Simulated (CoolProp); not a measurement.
R123 along the isobar 196 bar: Z from the reference equation and from simpler models built on Tc = 183.7 °C, pc = 36.62 bar, ω = 0.282; each cubic takes its own stable root.

The numbers come from the reference Helmholtz-energy equation of state, Younglove 1994 in CoolProp. It is a modified Benedict-Webb-Rubin equation, recast in Helmholtz form.

```json
[
 {"T (°C)": "103.35", "phase": "liquid", "reference": "0.7146", "van der Waals": "1.067", "Soave-Redlich-Kwong": "0.7679", "Peng-Robinson": "0.6844"},
 {"T (°C)": "112.15", "phase": "liquid", "reference": "0.7090", "van der Waals": "1.052", "Soave-Redlich-Kwong": "0.7620", "Peng-Robinson": "0.6794"},
 {"T (°C)": "121.05", "phase": "liquid", "reference": "0.7041", "van der Waals": "1.037", "Soave-Redlich-Kwong": "0.7570", "Peng-Robinson": "0.6753"},
 {"T (°C)": "129.85", "phase": "liquid", "reference": "0.6999", "van der Waals": "1.024", "Soave-Redlich-Kwong": "0.7529", "Peng-Robinson": "0.6721"},
 {"T (°C)": "138.65", "phase": "liquid", "reference": "0.6964", "van der Waals": "1.011", "Soave-Redlich-Kwong": "0.7497", "Peng-Robinson": "0.6697"},
 {"T (°C)": "147.45", "phase": "liquid", "reference": "0.6936", "van der Waals": "0.9994", "Soave-Redlich-Kwong": "?", "Peng-Robinson": "0.6682"},
 {"T (°C)": "156.25", "phase": "liquid", "reference": "0.6915", "van der Waals": "?", "Soave-Redlich-Kwong": "0.7460", "Peng-Robinson": "0.6675"},
 {"T (°C)": "165.15", "phase": "liquid", "reference": "0.6901", "van der Waals": "0.9778", "Soave-Redlich-Kwong": "0.7454", "Peng-Robinson": "0.6677"},
 {"T (°C)": "173.95", "phase": "liquid", "reference": "0.6894", "van der Waals": "0.9681", "Soave-Redlich-Kwong": "0.7457", "Peng-Robinson": "0.6688"},
 {"T (°C)": "182.75", "phase": "liquid", "reference": "0.6895", "van der Waals": "0.9590", "Soave-Redlich-Kwong": "0.7469", "Peng-Robinson": "0.6707"},
 {"T (°C)": "191.55", "phase": "supercritical", "reference": "0.6903", "van der Waals": "?", "Soave-Redlich-Kwong": "0.7489", "Peng-Robinson": "0.6735"},
 {"T (°C)": "200.35", "phase": "supercritical", "reference": "0.6919", "van der Waals": "0.9427", "Soave-Redlich-Kwong": "0.7518", "Peng-Robinson": "0.6771"},
 {"T (°C)": "209.25", "phase": "supercritical", "reference": "0.6943", "van der Waals": "0.9352", "Soave-Redlich-Kwong": "0.7556", "Peng-Robinson": "0.6817"},
 {"T (°C)": "218.05", "phase": "supercritical", "reference": "?", "van der Waals": "0.9285", "Soave-Redlich-Kwong": "0.7602", "Peng-Robinson": "0.6871"},
 {"T (°C)": "226.85", "phase": "supercritical", "reference": "0.7014", "van der Waals": "0.9222", "Soave-Redlich-Kwong": "?", "Peng-Robinson": "0.6932"}
]
```

### Question
Complete the blanks.

### Answer

- 147.45, Soave-Redlich-Kwong: 0.7474
- 156.25, van der Waals: 0.9883
- 191.55, van der Waals: 0.9505
- 218.05, reference: 0.6974
- 226.85, Soave-Redlich-Kwong: 0.7655
